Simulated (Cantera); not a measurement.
**Equilibrium for hydrogen reduction and annealing atmospheres: PbO + H₂ + H₂O**

Input: 1 mol PbO, 260 mol H₂, 0.088 mol H₂O, at 63000 Pa.

These are equilibrium values from Cantera (NASA tables, ideal gas, pure condensed phases), not measurements of a reactor. Candidate condensed phases: H₂O, Pb, PbO, PbO₂, Pb₃O₄; 12 gas species. Equilibrium is a limit: real reactors are often held back by kinetics, nucleation or transport.

From 725 °C to 925 °C the condensed part is Pb(l). From 1025 °C to 1725 °C nothing is condensed. The main Pb-bearing gas is Pb throughout.

| T (°C) | x H₂ | x H₂O | x Pb | x H | x OH | x Pb₂ | x PbO | n Pb(l) |
|---|---|---|---|---|---|---|---|---|
| 725 | 0.996 | 0.00418 | 2.46e-5 | 2.70e-9 | <1e-12 | 7.52e-11 | <1e-12 | 0.994 |
| 825 | 0.996 | 0.00418 | 0.000185 | 3.11e-8 | <1e-12 | 2.20e-9 | 8.02e-12 | 0.952 |
| 925 | 0.995 | 0.00418 | 0.000990 | 2.39e-7 | 7.93e-12 | 3.62e-8 | 1.31e-10 | 0.742 |
| 1025 | 0.992 | 0.00417 | 0.00383 | 1.34e-6 | 7.31e-11 | 3.38e-7 | 1.32e-9 | 0 |
| 1125 | 0.992 | 0.00417 | 0.00383 | 5.94e-6 | 4.92e-10 | 2.26e-7 | 2.99e-9 | 0 |
| 1225 | 0.992 | 0.00417 | 0.00383 | 2.16e-5 | 2.57e-9 | 1.59e-7 | 6.07e-9 | 0 |
| 1325 | 0.992 | 0.00417 | 0.00383 | 6.68e-5 | 1.09e-8 | 1.16e-7 | 1.13e-8 | 0 |
| 1425 | 0.992 | 0.00417 | 0.00383 | 0.000181 | 3.92e-8 | 8.84e-8 | 1.96e-8 | 0 |
| 1525 | 0.992 | 0.00417 | 0.00383 | 0.000442 | 1.22e-7 | 6.91e-8 | 3.18e-8 | 0 |
| 1625 | 0.991 | 0.00416 | 0.00383 | 0.000980 | 3.37e-7 | 5.52e-8 | 4.91e-8 | 0 |
| 1725 | 0.990 | 0.00416 | 0.00383 | 0.00201 | 8.41e-7 | 4.50e-8 | 7.25e-8 | 0 |
x: gas mole fraction; n: condensed amount in mol.
